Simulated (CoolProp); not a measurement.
Aqueous potassium formate as a coolant, 21 % by mass, freezing at -12.4 °C, 1 atm.

The numbers come from the Melinder's fits for secondary coolants in CoolProp.

| T (°C) | Prandtl number | conductivity (W/(m K)) | cp (kJ/(kg K)) | viscosity (mPa s) |
|---|---|---|---|---|
| -5.8 | 17.6 | 0.525 | 3.391 | 2.72 |
| 1.4 | 14.0 | 0.534 | 3.400 | 2.20 |
| 8.6 | 11.4 | 0.543 | 3.410 | 1.81 |
| 15.8 | 9.43 | 0.553 | 3.419 | 1.52 |
| 23 | 7.96 | 0.562 | 3.429 | 1.30 |
| 30.2 | 6.81 | 0.571 | 3.439 | 1.13 |
| 37.4 | 5.88 | 0.580 | 3.448 | 0.989 |
